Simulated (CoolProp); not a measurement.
Ethanol along the isobar 89.5 bar: density (kg/m³) from the reference equation and from simpler models built on Tc = 514.7 K, pc = 62.68 bar, ω = 0.644; each cubic takes its own stable root.

The numbers come from the reference Helmholtz-energy equation of state, Schroeder 2014 in CoolProp.

```json
[
 {"T (K)": "305.9", "phase": "liquid", "reference": "786.5", "Redlich-Kwong": "624.6", "Soave-Redlich-Kwong": "667.1", "Peng-Robinson": "749.6"},
 {"T (K)": "323.2", "phase": "liquid", "reference": "772.0", "Redlich-Kwong": "609.7", "Soave-Redlich-Kwong": "654.2", "Peng-Robinson": "735.7"},
 {"T (K)": "340.6", "phase": "liquid", "reference": "756.9", "Redlich-Kwong": "593.8", "Soave-Redlich-Kwong": "639.9", "Peng-Robinson": "720.3"},
 {"T (K)": "357.9", "phase": "liquid", "reference": "741.1", "Redlich-Kwong": "577.1", "Soave-Redlich-Kwong": "624.4", "Peng-Robinson": "703.5"},
 {"T (K)": "375.2", "phase": "liquid", "reference": "724.2", "Redlich-Kwong": "559.4", "Soave-Redlich-Kwong": "607.4", "Peng-Robinson": "684.8"},
 {"T (K)": "392.6", "phase": "liquid", "reference": "705.7", "Redlich-Kwong": "540.5", "Soave-Redlich-Kwong": "588.4", "Peng-Robinson": "663.9"},
 {"T (K)": "409.9", "phase": "liquid", "reference": "685.4", "Redlich-Kwong": "520.3", "Soave-Redlich-Kwong": "567.4", "Peng-Robinson": "640.5"},
 {"T (K)": "427.3", "phase": "liquid", "reference": "662.6", "Redlich-Kwong": "498.5", "Soave-Redlich-Kwong": "543.7", "Peng-Robinson": "613.9"},
 {"T (K)": "444.6", "phase": "liquid", "reference": "637.0", "Redlich-Kwong": "474.9", "Soave-Redlich-Kwong": "517.0", "Peng-Robinson": "583.6"},
 {"T (K)": "461.9", "phase": "liquid", "reference": "608.3", "Redlich-Kwong": "449.0", "Soave-Redlich-Kwong": "486.3", "Peng-Robinson": "548.4"}
]
```
